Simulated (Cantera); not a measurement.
A perfectly stirred reactor is fed with C₂H₆ : H₂ = 1 : 74 (molar parts), at 20.0 Torr; it is held at 1975 K, and followed from long to short residence time.

Cantera simulation using GRI-Mech 3.0 (53 species, 325 reactions); the numbers are that mechanism's predictions, not measurements. GRI-Mech 3.0 stops at C3 and has no aromatics, soot or wall deposition, so with more carbon than oxygen in the feed, carbon stays in small species such as C2H2 where larger ones or solid carbon would form. Radical loss at walls, strong at low pressure, is not modelled.

Question: What does this change do: C2H6 1 to 1.9 parts?

Answer: 
```tsv
quantity	before	after
x(C₂H₆) at τ = 8.00 s	3.05e-8	5.62e-8
x(H₂) at τ = 8.00 s	0.979	0.968
x(C₂H₂) at τ = 8.00 s	0.0126	0.0233
x(CH₄) at τ = 8.00 s	0.000556	0.000752
x(C₂H) at τ = 8.00 s	1.79e-6	3.33e-6
x(C₂H₆) at τ = 18.0 ms	1.50e-5	2.74e-5
x(H₂) at τ = 18.0 ms	0.975	0.960
x(C₂H₂) at τ = 18.0 ms	0.00711	0.0152
x(CH₄) at τ = 18.0 ms	0.0104	0.0153
x(C₂H) at τ = 18.0 ms	8.02e-7	1.83e-6
```

Question: What does this change do: pressure from 20.0 Torr to 0.0900 Torr?

Answer: 
```csv
quantity,before,after
x(C₂H₆) at τ = 8.00 s,3.05e-8,3.56e-6
x(H₂) at τ = 8.00 s,0.979,0.974
x(C₂H₂) at τ = 8.00 s,0.0126,0.00936
x(CH₄) at τ = 8.00 s,0.000556,0.00603
x(C₂H) at τ = 8.00 s,1.79e-6,1.59e-6
x(C₂H₆) at τ = 18.0 ms,1.50e-5,0.00144
x(H₂) at τ = 18.0 ms,0.975,0.969
x(C₂H₂) at τ = 18.0 ms,0.00711,0.000794
x(CH₄) at τ = 18.0 ms,0.0104,0.0144
x(C₂H) at τ = 18.0 ms,8.02e-7,1.20e-7
```
